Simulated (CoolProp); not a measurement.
Fluorine along the isobar 16300 kPa: Z from the reference equation and from simpler models built on Tc = 144.4 K, pc = 5240 kPa, ω = 0.045; each cubic takes its own stable root.

Model: reference Helmholtz-energy equation of state, de Reuck 1990, in CoolProp.

```csv
T (K),phase,reference
107.4,liquid,0.4966
123.4,liquid,0.4715
139.5,liquid,0.4657
155.5,supercritical,0.4859
171.6,supercritical,0.5483
187.6,supercritical,0.6484
203.7,supercritical,0.7421
219.7,supercritical,0.8138
235.8,supercritical,0.8674
251.8,supercritical,0.9066
267.9,supercritical,0.9360
283.9,supercritical,0.9580
300,supercritical,0.9749
```

Q: How far does each simpler model (van der Waals, Redlich-Kwong, Soave-Redlich-Kwong, Peng-Robinson) lie from the reference over these 13 states: mean and median of the absolute difference, and the worst?

A: 
- van der Waals: mean 14.4 %, median 6.5 %, worst +38.9 % at 107.4 K and 16300 kPa
- Redlich-Kwong: mean 1.9 %, median 1.5 %, worst +5.0 % at 155.5 K and 16300 kPa
- Soave-Redlich-Kwong: mean 3.0 %, median 2.4 %, worst +6.7 % at 171.6 K and 16300 kPa
- Peng-Robinson: mean 4.1 %, median 2.5 %, worst -11.4 % at 107.4 K and 16300 kPa
